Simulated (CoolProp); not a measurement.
Toluene along the isobar 4870 kPa: Z from the reference equation and from simpler models built on Tc = 591.7 K, pc = 4126 kPa, ω = 0.266; each cubic takes its own stable root.

Computed with CoolProp (reference Helmholtz-energy equation of state, Lemmon 2006). It is a short technical equation, of lower accuracy than the large ones.

| T (K) | phase | reference |
|---|---|---|
| 449.9 | liquid | 0.1675 |
| 461.3 | liquid | 0.1664 |
| 472.6 | liquid | 0.1656 |
| 484 | liquid | 0.1651 |
| 495.3 | liquid | 0.1649 |
| 506.6 | liquid | 0.1651 |
| 518 | liquid | 0.1658 |
| 529.3 | liquid | 0.1670 |
| 540.6 | liquid | 0.1689 |
| 552 | liquid | 0.1718 |
| 563.3 | liquid | 0.1759 |
| 574.7 | liquid | 0.1824 |
| 586 | liquid | 0.1930 |
| 597.3 | supercritical | 0.2161 |
| 608.7 | supercritical | 0.3527 |
| 620 | supercritical | 0.4803 |

Q: How far does each simpler model (van der Waals, Redlich-Kwong, Peng-Robinson) lie from the reference over these 16 states: mean and median of the absolute difference, and the worst?

A: 
- van der Waals: mean 52.9 %, median 60.9 %, worst +63.9 % at 449.9 K and 4870 kPa
- Redlich-Kwong: mean 18.3 %, median 19.3 %, worst +26.7 % at 586 K and 4870 kPa
- Peng-Robinson: mean 4.5 %, median 2.2 %, worst +17.7 % at 597.3 K and 4870 kPa
